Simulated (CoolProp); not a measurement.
The numbers come from the reference Helmholtz-energy equation of state, Gao 2020 in CoolProp.

Problem. Give the vapour pressure (kPa), liquid density (kg/m³), liquid cp (kJ/(kg K)), vapour viscosity (µPa s) of saturated ammonia at 224.5, 235.5, 243.8 K.

Solution. 
```csv
T (K),p (kPa),liquid density (kg/m³),liquid cp (kJ/(kg K)),vapour viscosity (µPa s)
224.5,44.1,700,4.41,7.61
235.5,81.1,687,4.45,7.93
243.8,123,677,4.48,8.17
```

Viscosity comes from a separate model (Fenghour 1995).
